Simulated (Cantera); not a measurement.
Input: 1 mol Al, a varied amount of HCl, 9.9 mol N2, equilibrated at 127 °C and 5.70e-5 bar.

These are equilibrium values from Cantera (NASA tables, ideal gas, pure condensed phases), not measurements of a reactor. Candidate condensed phases: Al, AlCl3, AlN, NH4Cl; 20 gas species. Rates play no part.

Task: Which condensed phases are stable at each of these points (n(HCl) (mol)): 1.3, 2.4, 3.4, 4.5, 5.6, 6.7, 7.8?

Result: 
```
n(HCl) (mol)  condensed phases  Al condensed (%)
------------  ----------------  ----------------
1.3                     AlN(s)              64.3
2.4                     AlN(s)              31.9
3.4                     AlN(s)               2.0
4.5                   gas only               0.0
5.6                   gas only               0.0
6.7                   gas only               0.0
7.8                   gas only               0.0
```

From 1.3 mol HCl to 3.4 mol HCl the condensed part is AlN(s). From 4.5 mol HCl to 7.8 mol HCl nothing is condensed.
